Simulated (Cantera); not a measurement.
Feed: 1 mol PbO, 0.67 mol CH4, 0.11 mol N2, equilibrated at 2023.15 K and 0.0160 bar.

Equilibrium computed with Cantera from the NASA thermochemical tables; the gas is ideal and each condensed phase is pure. Candidate condensed phases: C, C6H6, C7H8, C8H18, H2O, Pb, PbO, PbO2, Pb3O4; 139 gas species. The numbers say what is thermodynamically allowed, not how fast it happens.

Base state: H2 0.331, Pb 0.319, CO 0.202, H2O 0.0925, N2 0.0351, CO2 0.0121, H 0.00864, PbO 0.000441 (mole fractions); condensed: gas only.

Task: What changes in the equilibrium state with this change: temperature from 2023.15 K to 1198 K?

Result: 
```json
[
 {"species": "H2", "before": "0.331", "after": "0.499"},
 {"species": "CO", "before": "0.202", "after": "0.262"},
 {"species": "H2O", "before": "0.0925", "after": "0.108"},
 {"species": "Pb", "before": "0.319", "after": "0.0390"},
 {"species": "CO2", "before": "0.0121", "after": "0.0415"},
 {"species": "N2", "before": "0.0351", "after": "0.0499"},
 {"species": "OH", "before": "0.000252", "after": "1.82e-9"},
 {"species": "H", "before": "0.00864", "after": "1.06e-6"},
 {"species": "PbO", "before": "0.000441", "after": "2.67e-7"},
 {"species": "Pb(l), mol", "before": "0", "after": "0.914"}
]
```

Task: What changes in the equilibrium state with this change: temperature from 2023.15 K to 2525 K?

Result: 
```tsv
species	before	after
Pb	0.319	0.299
H2	0.331	0.264
CO	0.202	0.192
H	0.00864	0.114
CO2	0.0121	0.00910
H2O	0.0925	0.0783
N2	0.0351	0.0330
O2	5.76e-7	0.000248
O	4.78e-6	0.00204
NO	2.85e-6	0.000169
```
